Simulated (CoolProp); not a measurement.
Vapour pressure (MPa) of nitrous oxide: the reference equation beside estimates from Tc = 36.4 °C, pc = 7.245 MPa, ω = 0.161.

Values from CoolProp's reference Helmholtz-energy equation of state, Lemmon 2006. It is a short technical equation, of lower accuracy than the large ones.

```
T (°C)  reference  Lee-Kesler  Redlich-Kwong
------  ---------  ----------  -------------
-42.05     0.8724      0.8747          1.067
-36.25      1.070       1.072          1.290
-30.45      1.298       1.301          1.542
-24.55      1.565       1.568          1.833
-18.75      1.865       1.867          2.153
-12.95      2.204       2.205          2.509
-7.05       2.594       2.593          2.911
-1.25       3.023       3.022          3.345
4.55        3.502       3.500          3.822
10.45       4.045       4.042          4.351
16.25       4.636       4.635          4.916
22.05       5.292       5.294          5.527
27.95       6.031       6.037          6.198
```

Absolute difference from the reference over all 13 rows, mean and median: Lee-Kesler 0.1 and 0.1 %, Redlich-Kwong 12.4 and 12.2 %.
